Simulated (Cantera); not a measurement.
# Sublimation and decomposition of ceramics: BN + H2

Charge: 1 mol BN, 0.23 mol H2, equilibrated at 1825 K.

Method: chemical equilibrium by Gibbs-energy minimisation in Cantera with the NASA 1993 tables (ideal gas, pure condensed phases). Candidate condensed phases: B, BN; 15 gas species. Mutual solubility and eutectic melting of coexisting phases are not modelled. The tables' values for BH2 are old estimates; treat these amounts as uncertain. Gases not in the tables: B2H6 and higher boranes. Equilibrium is a limit: real reactors are often held back by kinetics, nucleation or transport.

```csv
P (Pa),log p H2,log p N2,log p H,log p B,log p BH2,log p BH3,log p BH,n B(s),n BN(s)
1,-5.57,-5.18,-6.14,-8.26,-9.38,-13.02,-10.38,1.000,0
4.60,-4.44,-5.17,-5.57,-8.26,-8.25,-11.32,-9.82,0.0812,0.919
22,-3.68,-5.17,-5.20,-8.26,-7.49,-10.19,-9.44,0.0146,0.985
100,-3.01,-5.17,-4.86,-8.26,-6.82,-9.18,-9.10,0.00309,0.997
460,-2.34,-5.17,-4.53,-8.26,-6.15,-8.17,-8.77,0.000638,0.999
2200,-1.66,-5.17,-4.19,-8.26,-5.47,-7.15,-8.43,0.000104,1.000
10000,-1.00,-5.12,-3.86,-8.29,-4.84,-6.19,-8.13,0,1.000
46000,-0.34,-4.66,-3.52,-8.52,-4.40,-5.42,-8.02,0,1.000
220000,0.34,-4.18,-3.19,-8.76,-3.96,-4.64,-7.92,0,1.000
1000000,1.00,-3.70,-2.86,-9.00,-3.55,-3.90,-7.83,0,1.000
```
log p: log10 of the partial pressure in bar; n: condensed amount in mol.

At 1.00 Pa the condensed part is B(s). From 4.60 Pa to 2200 Pa the condensed part is B(s) + BN(s). From 10000 Pa to 1000000 Pa the condensed part is BN(s).
